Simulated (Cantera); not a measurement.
A perfectly stirred reactor is fed with 1.96 % C3H8, 24.5 % O2, 73.5 % N2, at 0.300 bar; it is adiabatic with a 475 K inlet, and is followed from long to short residence time, starting on the burning branch (τ in s: 0.023, 0.01, 0.0047, 0.0022, 0.00099, 0.00045, 0.00021, 9.5e-05, 4.3e-05).

Detailed kinetics in Cantera: GRI-Mech 3.0 (53 species, 325 reactions). GRI-Mech 3.0 was tuned for natural gas; its chemistry of propane as a main component is partial and can be far from experiment.

Q: Predict: blow-out, bracketed by the residence times tried; x(C3H8) at τ = 23.0 ms; x(O2) at τ = 23.0 ms; x(CH2) at τ = 23.0 ms; x(NO) at τ = 23.0 ms; x(C3H8) at τ = 0.990 ms; x(O2) at τ = 0.990 ms; x(CH2) at τ = 0.990 ms; x(C2H) at τ = 0.990 ms; x(NO) at τ = 0.990 ms.

A: 
```
Item                                                                            Result
------------------------------------------------  ------------------------------------
blow-out, bracketed by the residence times tried  burning at 0.990 ms, out at 0.450 ms
x(C3H8) at τ = 23.0 ms                                                         5.69e-6
x(O2) at τ = 23.0 ms                                                             0.144
x(CH2) at τ = 23.0 ms                                                          8.33e-8
x(NO) at τ = 23.0 ms                                                           2.60e-6
x(C3H8) at τ = 0.990 ms                                                        8.66e-5
x(O2) at τ = 0.990 ms                                                            0.151
x(CH2) at τ = 0.990 ms                                                         1.32e-6
x(C2H) at τ = 0.990 ms                                                         1.74e-9
x(NO) at τ = 0.990 ms                                                          6.59e-7
```
